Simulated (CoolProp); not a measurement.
Properties of n-perfluorohexane at several states (Tc = 448.0 K, pc = 1742 kPa, ω = 0.497).

Values from CoolProp's reference Helmholtz-energy equation of state, Gao 2022.

```tsv
T (K)	p (kPa)	phase	density (kg/m³)	cv (kJ/(kg K))	Joule-Thomson coefficient (K/MPa)	isothermal compressibility (1/MPa)
435.7	368	gas	…	0.9749	…	…
403.8	240	gas	26.10	0.9397	…	…
299.9	11	gas	1.505	0.7929	25.35	91.74
319.8	334	liquid	1613	0.8818	-0.2240	…
```

Fill in the missing entries.


- 435.7, density (kg/m³): 37.63
- 435.7, Joule-Thomson coefficient (K/MPa): 9.841
- 435.7, isothermal compressibility (1/MPa): 2.997
- 403.8, Joule-Thomson coefficient (K/MPa): 11.95
- 403.8, isothermal compressibility (1/MPa): 4.523
- 319.8, isothermal compressibility (1/MPa): 0.003631
